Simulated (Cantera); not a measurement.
Feed: 1 mol C, 0.03 mol O2, 31 mol H2, held at 2375 K and 0.0100 bar.

These are equilibrium values from Cantera (NASA tables, ideal gas, pure condensed phases), not measurements of a reactor. Candidate condensed phases: C, C6H6, C7H8, C8H18, H2O; 110 gas species. Rates play no part.

Base state: H2 0.862, H 0.131, C2H2 (acetylene) 0.00535, CO 0.00181, C2H 4.41e-5, C4H2 1.37e-5 (mole fractions); condensed: C(graphite).

**Question.** What changes in the equilibrium state with this change: temperature from 2375 K to 2100 K?

**Answer.** 
```tsv
species	before	after
H2	0.862	0.966
H	0.131	0.0306
CO	0.00181	0.00190
C2H2 (acetylene)	0.00535	0.00140
C2H	4.41e-5	1.14e-6
C4H2	1.37e-5	8.16e-7
C(graphite), mol	0.578	0.852
```

**Question.** What changes in the equilibrium state with this change: C replaced by CO?

**Answer.** 
```
species            before    after
----------------  -------  -------
H2                  0.862    0.840
H                   0.131    0.129
CO                0.00181   0.0292
C2H2 (acetylene)  0.00535    <1e-9
H2O                 <1e-9  0.00169
OH                  <1e-9  4.64e-5
C2H               4.41e-5    <1e-9
C4H2              1.37e-5    <1e-9
C(graphite), mol    0.578        0
```
